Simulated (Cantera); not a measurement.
An adiabatic, constant-pressure homogeneous reactor starts with CH₄ : C₂H₆ : C₃H₈ : O₂ : N₂ = 1 : 0.27 : 1.2 : 6.39 : 58.1 (molar parts), at 1725 K and 1000000 Pa.

Computed with Cantera and GRI-Mech 3.0 (53 species, 325 reactions). GRI-Mech 3.0 was tuned for natural gas; its chemistry of propane as a main component is partial and can be far from experiment.

Predict: time of steepest temperature rise; temperature at 8.00 s; equilibrium temperature; x(HCO) at 8.00 s; x(O) at 8.00 s; x(NO) at 8.00 s; x(OH) at 8.00 s.


- time of steepest temperature rise: 7.78 µs
- temperature at 8.00 s: 2551 K
- equilibrium temperature: 2551 K
- x(HCO) at 8.00 s: 9.85e-8 (gas-phase equilibrium 9.85e-8)
- x(O) at 8.00 s: 4.66e-5 (gas-phase equilibrium 4.66e-5)
- x(NO) at 8.00 s: 0.000443 (gas-phase equilibrium 0.000443)
- x(OH) at 8.00 s: 0.00113 (gas-phase equilibrium 0.00113)
